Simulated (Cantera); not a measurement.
An isothermal, constant-pressure homogeneous reactor starts with H2 : O2 : N2 = 0.01 : 1 : 0.41 (molar parts), at 1175 K and 1.50 Torr.

Computed with Cantera and the H2/O2 subset of GRI-Mech 3.0, which has no nitrogen chemistry. Radical loss at walls, strong at low pressure, is not modelled.

Task: Predict: x(H2) at 1.00 s; x(O2) at 1.00 s; x(H2O) at 1.00 s; x(O) at 1.00 s; x(HO2) at 1.00 s; x(OH) at 1.00 s; x(H) at 1.00 s.

Result: 
| Quantity | Result |
|---|---|
| x(H2) at 1.00 s | 2.76e-5 (gas-phase equilibrium 1.42e-9) |
| x(O2) at 1.00 s | 0.698 (gas-phase equilibrium 0.703) |
| x(H2O) at 1.00 s | 0.00662 (gas-phase equilibrium 0.00707) |
| x(O) at 1.00 s | 0.00563 (gas-phase equilibrium 2.76e-7) |
| x(HO2) at 1.00 s | 1.07e-7 (gas-phase equilibrium 1.40e-9) |
| x(OH) at 1.00 s | 0.000500 (gas-phase equilibrium 3.61e-6) |
| x(H) at 1.00 s | 0.000296 (gas-phase equilibrium 1.04e-10) |
